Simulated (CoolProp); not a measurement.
A Linde-Hampson liquefier for methane: isothermal reversible compression at 300 K from 1 atm to 20 MPa, throttling to 1 atm, return gas leaving the recuperator 5 K below the feed. Each further row changes one setting.

Computed with CoolProp (reference Helmholtz-energy equation of state, Setzmann 1991).

```tsv
case	liquid yield per pass	compression work (kJ/kg of gas)
as stated	0.185	779
high pressure 40 MPa	0.239	877
warm-end temperature 330 K	0.137	873
warm-end gap 10 K	0.175	779
```
